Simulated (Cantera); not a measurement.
Charge: 1 mol CH3F, 5.6 mol H2, equilibrated at 9.75 Torr.

Cantera equilibrium calculation (NASA polynomials, part measured and part estimated; ideal gas, pure solids and liquids). Candidate condensed phases: C, C6H6, C7H8, C8H18; 110 gas species. Ions and electrons are included (thermal ionisation). Equilibrium is a limit: real reactors are often held back by kinetics, nucleation or transport.

Q: Which condensed phases are stable at each of these points (T (°C)): 1727, 1977, 2227, 2477, 2727, 2977, 3227, 3477, 3727, 3977, 4227, 4477, 4727?

A: 
| T (°C) | condensed phases | C condensed (%) |
|---|---|---|
| 1727 | C(graphite) | 99.0 |
| 1977 | C(graphite) | 95.7 |
| 2227 | C(graphite) | 87.0 |
| 2477 | C(graphite) | 67.1 |
| 2727 | gas only | 0.0 |
| 2977 | gas only | 0.0 |
| 3227 | gas only | 0.0 |
| 3477 | gas only | 0.0 |
| 3727 | gas only | 0.0 |
| 3977 | gas only | 0.0 |
| 4227 | gas only | 0.0 |
| 4477 | gas only | 0.0 |
| 4727 | gas only | 0.0 |

From 1727 °C to 2477 °C the condensed part is C(graphite). From 2727 °C to 4727 °C nothing is condensed.
